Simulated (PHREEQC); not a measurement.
Make-up at 25 °C: 24 mmol/kgw ZnSO4 and 150 mmol/kgw HCl. Closed to the air; pH follows from the charge balance.

Model: ion-association model, phreeqc.dat, run in PHREEQC.

Precipitation was switched off in this run.

Task: Order these S species by the share of S that they hold, largest first: HSO4-, SO4-2, ZnSO4, Zn(SO4)2-2.

Result: HSO4- (74 %), SO4-2 (18 %), ZnSO4 (7.1 %), Zn(SO4)2-2 (0.50 %)

The pH is 0.98 and the ionic strength 0.198 mol/kgw.
